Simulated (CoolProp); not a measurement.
A simple Rankine cycle with R1336mzz(Z): condensing at 327.15 K, boiler at 1.33 MPa, turbine inlet 404.5 K, turbine efficiency 0.85, pump efficiency 0.6, no recuperator. Each further row changes one setting.

Values from CoolProp's reference Helmholtz-energy equation of state, McLinden 2020.

```csv
case,thermal efficiency (%),net work (kJ/kg),heat in (kJ/kg),turbine exit temperature (K),volume ratio over the turbine
as stated,11.7,___,209,358.1,7.80
turbine inlet 424.5 K,11.5,27.0,234,380.9,7.28
condensing temperature 319.15 K,12.8,28.1,219,353.3,10.1
boiler pressure 0.931 MPa,9.9,21.6,219,370.8,4.91
turbine efficiency 0.75,___,21.4,209,___,7.88
```

Problem. Some entries are withheld; supply them.

Solution. 
- as stated, net work (kJ/kg): 24.4
- turbine efficiency 0.75, thermal efficiency (%): 10.2
- turbine efficiency 0.75, turbine exit temperature (K): 361.2
